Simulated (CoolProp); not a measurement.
Vapour-liquid equilibrium of chloromethane (R40) (1) + isobutene (2) at -32.55 °C; x and y are mole fractions of (1).

Values from CoolProp's multi-fluid Helmholtz-energy mixture model, Thol 2014 and Lemmon 2005; pair parameters Bell 2016.

| x | bubble pressure, mixture model (bar) | bubble pressure, Raoult's law (bar) | y, mixture model | y, Raoult's law |
|---|---|---|---|---|
| 0.05 | 0.3609 | 0.3473 | 0.130 | 0.099 |
| 0.125 | [?] | 0.3742 | [?] | 0.230 |
| 0.2 | 0.4389 | 0.4010 | 0.385 | 0.343 |
| 0.275 | [?] | 0.4278 | 0.473 | 0.442 |
| 0.35 | 0.5002 | 0.4546 | 0.546 | 0.529 |
| 0.425 | 0.5267 | 0.4815 | [?] | 0.607 |
| 0.5 | [?] | 0.5083 | [?] | 0.676 |
| 0.575 | 0.5743 | 0.5351 | 0.721 | 0.738 |
| 0.65 | 0.5961 | 0.5619 | 0.772 | 0.795 |
| 0.725 | 0.6169 | 0.5887 | [?] | 0.846 |
| 0.8 | 0.6369 | 0.6156 | 0.870 | 0.893 |
| 0.875 | 0.6563 | 0.6424 | 0.918 | 0.936 |
| 0.95 | 0.6750 | 0.6692 | 0.967 | 0.975 |

Fill in the missing entries.


- 0.125, bubble pressure, mixture model (bar): 0.4026
- 0.125, y, mixture model: 0.276
- 0.275, bubble pressure, mixture model (bar): 0.4712
- 0.425, y, mixture model: 0.610
- 0.5, bubble pressure, mixture model (bar): 0.5513
- 0.5, y, mixture model: 0.668
- 0.725, y, mixture model: 0.822

The largest gap from Raoult's law is +10.1 % in bubble pressure, at x = 0.275. No azeotrope shows between x = 0.05 and 0.95.

Pair parameters are fitted to limited data, so mixtures are less certain than the pure fluids.
